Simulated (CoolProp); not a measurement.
Carbonyl sulfide at 251.47 K and 0.237 MPa is throttled through a valve to 0.073 MPa with no heat exchange. Each further row changes one setting.

Model: reference Helmholtz-energy equation of state, Lemmon 2006, in CoolProp. It is a short technical equation, of lower accuracy than the large ones.

| case | temperature change (K) | final density (kg/m³) |
|---|---|---|
| as stated | -5.4 | 2.18 |
| outlet pressure 0.0219 MPa | -7.2 | 0.651 |
| outlet pressure 0.0949 MPa | -4.7 | 2.83 |
